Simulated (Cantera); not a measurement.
A perfectly stirred reactor is fed with H2 : O2 : N2 = 0.84 : 1 : 4.3 (molar parts), equivalence ratio 0.42, at 0.987 atm; it is held at 1073 K, and followed from long to short residence time.

Cantera simulation using GRI-Mech 3.0 (53 species, 325 reactions); the numbers are that mechanism's predictions, not measurements. The temperature is held fixed by assumption; the heat of reaction is taken as removed at once.

x: mole fraction; the columns are a selection and need not sum to one.

```json
[
 {"τ (s)": "1.9", "x H2": "0.00107", "x O2": "0.102", "x O": "1.54e-6", "x NO2": "1.23e-8", "x H2O": "0.146", "x H2O2": "8.04e-6", "x OH": "(withheld)"},
 {"τ (s)": "0.70", "x H2": "0.00198", "x O2": "0.102", "x O": "3.05e-6", "x NO2": "6.34e-9", "x H2O": "0.145", "x H2O2": "1.73e-5", "x OH": "(withheld)"},
 {"τ (s)": "0.26", "x H2": "0.00350", "x O2": "0.103", "x O": "5.76e-6", "x NO2": "3.13e-9", "x H2O": "0.143", "x H2O2": "3.14e-5", "x OH": "(withheld)"},
 {"τ (s)": "0.095", "x H2": "0.00565", "x O2": "0.104", "x O": "1.11e-5", "x NO2": "1.76e-9", "x H2O": "0.141", "x H2O2": "4.39e-5", "x OH": "(withheld)"},
 {"τ (s)": "0.035", "x H2": "0.00786", "x O2": "0.105", "x O": "2.30e-5", "x NO2": "1.28e-9", "x H2O": "0.138", "x H2O2": "4.24e-5", "x OH": "(withheld)"},
 {"τ (s)": "0.013", "x H2": "0.0100", "x O2": "0.106", "x O": "4.98e-5", "x NO2": "1.09e-9", "x H2O": "0.136", "x H2O2": "3.02e-5", "x OH": "(withheld)"},
 {"τ (s)": "0.0047", "x H2": "0.0131", "x O2": "0.107", "x O": "0.000107", "x NO2": "9.37e-10", "x H2O": "0.133", "x H2O2": "1.93e-5", "x OH": "(withheld)"},
 {"τ (s)": "0.0017", "x H2": "0.0181", "x O2": "0.109", "x O": "0.000215", "x NO2": "7.76e-10", "x H2O": "0.127", "x H2O2": "1.29e-5", "x OH": "(withheld)"}
]
```

**Question.** What belongs in the gaps?

**Answer.** 
- 1.9, x OH: 3.88e-6
- 0.70, x OH: 5.55e-6
- 0.26, x OH: 8.24e-6
- 0.095, x OH: 1.37e-5
- 0.035, x OH: 2.61e-5
- 0.013, x OH: 5.43e-5
- 0.0047, x OH: 0.000112
- 0.0017, x OH: 0.000217
